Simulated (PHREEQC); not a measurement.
Solution (25 °C): 0.00038 mol/kgw PbCl2 and 0.039 mol/kgw Na2SO4. Closed to the air; pH follows from the charge balance.

Equilibrium calculation in PHREEQC: ion-association model, phreeqc.dat.

This is a speciation only: nothing precipitates in the calculation.

Problem. Predict the pH, density, ionic strength.

Solution. pH 6.25; density 1.002 g/cm³; ionic strength 0.108 mol/kgw.

Problem. In which forms is Na present?

Solution. Na+ 94 %, NaSO4- 5.8 % of the Na.

Examples of supersaturated solids here: Anglesite. Others may be too.
